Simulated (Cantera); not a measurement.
A closed system holds: 1 mol Si2Cl6, 0.046 mol HCl, 46 mol H2, at 1798 K and 1.00 bar.

Cantera equilibrium calculation (NASA polynomials, part measured and part estimated; ideal gas, pure solids and liquids). Candidate condensed phases: Si; 19 gas species. The feed counts by its element totals alone. The tables' values for SiCl3, SiCl are old estimates; treat these amounts as uncertain. Gases not in the tables: Si2H6 and higher silanes. The numbers say what is thermodynamically allowed, not how fast it happens.

Question: What is the equilibrium state?

Answer: x(H2): 0.900
x(HCl): 0.0779
x(SiCl2): 0.0209
x(SiCl3): 0.000875
x(H): 0.000334
x(SiHCl3): 0.000171
x(SiH2Cl2): 8.92e-5
x(SiCl4): 5.92e-5
x(SiH2): 2.65e-5
n(Si(l)): 0.913 mol
gas amount: 49.02 mol
